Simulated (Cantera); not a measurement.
A perfectly stirred reactor is fed with CH4 : CO2 : H2 = 1 : 3.4 : 0.83 (molar parts), at 2.90 bar; it is held at 1750 K, and followed from long to short residence time.

Computed with Cantera and GRI-Mech 3.0 (53 species, 325 reactions).

x: mole fraction; the columns are a selection and need not sum to one.

| τ (s) | x CH4 | x CO2 | x H2 | x C2H4 | x HCO | x CO |
|---|---|---|---|---|---|---|
| 7.5 | 0.00227 | 0.138 | 0.189 | (withheld) | 5.49e-8 | 0.471 |
| 1.7 | 0.00596 | 0.146 | 0.180 | (withheld) | 5.29e-8 | 0.461 |
| 0.37 | 0.0130 | 0.172 | 0.157 | (withheld) | 4.72e-8 | 0.430 |
| 0.083 | 0.0248 | 0.227 | 0.126 | (withheld) | 3.87e-8 | 0.363 |
| 0.018 | 0.0500 | 0.326 | 0.110 | (withheld) | 3.24e-8 | 0.259 |
| 0.0041 | 0.103 | 0.474 | 0.134 | (withheld) | 2.96e-8 | 0.132 |
| 0.00091 | 0.159 | 0.596 | 0.155 | (withheld) | 2.87e-8 | 0.0391 |

### Question
Complete the blanks.

### Answer

- 7.5, x C2H4: 8.65e-6
- 1.7, x C2H4: 5.63e-5
- 0.37, x C2H4: 0.000222
- 0.083, x C2H4: 0.000524
- 0.018, x C2H4: 0.00109
- 0.0041, x C2H4: 0.00215
- 0.00091, x C2H4: 0.00275
